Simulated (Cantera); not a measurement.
Adiabatic ignition

An adiabatic, constant-pressure homogeneous reactor starts with 4.26 % C3H8, 10.6 % O2, 85.1 % N2, equivalence ratio 2.0, at 1750 K and 18000 Torr.

Cantera simulation using GRI-Mech 3.0 (53 species, 325 reactions); the numbers are that mechanism's predictions, not measurements. GRI-Mech 3.0 was tuned for natural gas; its chemistry of propane as a main component is partial and can be far from experiment. The pressure lies above the range GRI-Mech 3.0 was tuned for (to about 10 atm).

| t (s) | T (K) | x C3H8 | x O2 | x N2O | x H2O | x CO |
|---|---|---|---|---|---|---|
| 1.00e-6 | 1734 | 0.0243 | 0.0983 | 1.85e-8 | 0.00566 | 0.00182 |
| 3.51e-6 | 2327 | 4.65e-8 | 0.0127 | 1.48e-7 | 0.0721 | 0.0764 |
| 1.23e-5 | 2480 | 1.87e-10 | 5.75e-6 | 1.92e-8 | 0.0738 | 0.0857 |
| 4.33e-5 | 2473 | 2.17e-11 | 6.95e-7 | 3.24e-8 | 0.0663 | 0.0933 |
| 0.000152 | 2466 | <1e-12 | 5.52e-7 | 6.16e-8 | 0.0621 | 0.0989 |
| 0.000534 | 2466 | <1e-12 | 5.63e-7 | 3.20e-8 | 0.0619 | 0.0992 |
| 0.00187 | 2467 | <1e-12 | 5.68e-7 | 1.12e-8 | 0.0620 | 0.0992 |
| 0.00658 | 2467 | <1e-12 | 5.70e-7 | 9.18e-9 | 0.0620 | 0.0992 |
| 0.0231 | 2467 | <1e-12 | 5.70e-7 | 9.15e-9 | 0.0620 | 0.0992 |
| 0.0811 | 2467 | <1e-12 | 5.70e-7 | 9.15e-9 | 0.0620 | 0.0992 |
| 0.285 | 2467 | <1e-12 | 5.70e-7 | 9.15e-9 | 0.0620 | 0.0992 |
| 1.00 | 2467 | <1e-12 | 5.70e-7 | 9.15e-9 | 0.0620 | 0.0992 |
x: mole fraction; the columns are a selection and need not sum to one.

The time of steepest temperature rise comes out as 2.65 µs. The temperature at 1.00 s is 2467 K, the equilibrium temperature is 2467 K and the x(C3H8) at 1.00 s is <1e-12 (gas-phase equilibrium <1e-12). The x(O2) at 1.00 s is 5.70e-7 (gas-phase equilibrium 5.70e-7). The x(N2O) at 1.00 s is 9.15e-9 (gas-phase equilibrium 9.15e-9).
